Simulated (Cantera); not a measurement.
Cantera run:

```python
import numpy as np
import cantera as ct

gas_names = """
    Cu CuO Cu2 H HNO HNO2 HNO3 HO2 H2 H2O H2O2 N NH NH2 NH3 NH2OH NO NO2 NO3 N2 N2H2 N2H4 N2O O OH O2 O3
""".split()
cond_names = """
    Cu(cr) Cu(L) CuO(s) CuO2H2(s) Cu2O(s) Cu2O(L) H2O(s) H2O(L)
""".split()


# ... load() reads the species with a 1 bar reference pressure and builds the phases ...
atoms = {
    'CuO': {'Cu': 1, 'O': 1},
    'H2': {'H': 2},
    'N2': {'N': 2},
}
top_T = {'CuO(s)': 1390}  # K; cautious upper limits of use, not melting points


# ... equilibrate(T, P, feed) seeds the gas with the atoms and calls Mixture.equilibrate('TP', solver="vcs", rtol=1e-11, max_steps=5000) ...
results = []
feed = {'CuO': 1, 'H2': 3.2, 'N2': 8.6}  # mol
P = 10000  # Pa
for T in [700, 850, 1000, 1150, 1300, 1450, 1600, 1750, 1900, 2050]:
    mix = equilibrate(T, P, feed)
    results.append((T, P, feed, dict(zip(mix.species_names, mix.species_moles))))

top = {s: max(r[3][s] / sum(r[3][g] for g in gas_names) for r in results) for s in gas_names}
cols = sorted((s for s in top if top[s] > 0.0001), key=lambda s: -top[s])[:7]
seen = [c for c in cond_names if any(r[3].get(c, 0) > 1e-12 for r in results)]
print("log10 of partial pressures in bar; condensed amounts in mol")
print(f"{'T/K':>10s}" + "".join(f"{s[:9]:>10s}" for s in cols + seen))
for T, P, feed, n in results:
    ng = sum(n[g] for g in gas_names)
    print(f"{T:10.4g}" + "".join(f"{np.log10(max(n[s] / ng * P / 1e5, 1e-99)):10.3f}" for s in cols)
          + "".join(f"{n.get(c, 0):10.4g}" for c in seen))
```

Result:

```
log10 of partial pressures in bar; condensed amounts in mol
       T/K        N2        H2       H2O        Cu         H       Cu2        OH    Cu(cr)     Cu(L)
       700    -1.137    -1.730    -2.072   -18.299   -14.462   -27.254   -18.898         1         0
       850    -1.137    -1.729    -2.072   -13.886   -11.553   -20.955   -15.143         1         0
      1000    -1.137    -1.729    -2.072   -10.807    -9.509   -16.570   -12.506         1         0
      1150    -1.137    -1.729    -2.072    -8.539    -7.992   -13.348   -10.553         1         0
      1300    -1.137    -1.729    -2.072    -6.802    -6.821   -10.888    -9.047         1         0
      1450    -1.137    -1.729    -2.072    -5.464    -5.889    -9.016    -7.852         0    0.9996
      1600    -1.138    -1.730    -2.072    -4.401    -5.130    -7.546    -6.879         0    0.9953
      1750    -1.139    -1.731    -2.073    -3.525    -4.499    -6.339    -6.073         0    0.9645
      1900    -1.145    -1.738    -2.079    -2.792    -3.969    -5.332    -5.396         0     0.805
      2050    -1.169    -1.764    -2.104    -2.169    -3.526    -4.481    -4.828         0    0.1326
```

Cantera equilibrium calculation (NASA polynomials, part measured and part estimated; ideal gas, pure solids and liquids).
